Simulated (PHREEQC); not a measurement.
# Hard or scaling water: an equilibrium model

Make-up at 80 °C: 0.0067 mol/kgw CaSO4, 0.00052 mol/kgw CO2 and 9.8e-05 mol/kgw MgSO4. Closed to the air; pH follows from the charge balance.

Computed with PHREEQC (Pitzer model, pitzer.dat).

Precipitation was switched off in this run.

Task: Predict the pH.

Result: pH 5.00.

Task: In which forms is C present?

Result: CO2 95 %, HCO3- 5.2 % of the C.

Species that the database lacks are ignored. At this temperature some constants are extrapolated from 25 °C, and those without enthalpy data are left unchanged.
